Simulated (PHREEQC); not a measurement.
A PHREEQC speciation (ion-association model, phreeqc.dat) at 20 °C gives pH 6.02 and these molalities:

```csv
species,mol/kgw
SO4-2,0.100
Fe+2,0.0997
FeSO4,0.0891
Na+,0.00557
F-,0.00500
FeF+,0.00119
NaSO4-,0.000626
FeOH+,8.62e-6
NaF,6.87e-6
HF,3.90e-6
HSO4-,2.58e-6
H+,1.24e-6
FeHSO4+,8.30e-7
```

**Question.** What are the element totals, and what could have been dissolved in 1 kg of water to give them?

**Answer.** One answer among several that fit: totals F 0.00620, Fe(2) 0.190, Na 0.00620, S(6) 0.190 mol/kgw, from 0.19 mol/kgw FeSO4 and 0.0062 mol/kgw NaF.

This is a speciation only: nothing precipitates in the calculation. Complexes and solids missing from the database can't appear. Fluoro complexes past AlF4- and FeF3 are missing from the database.
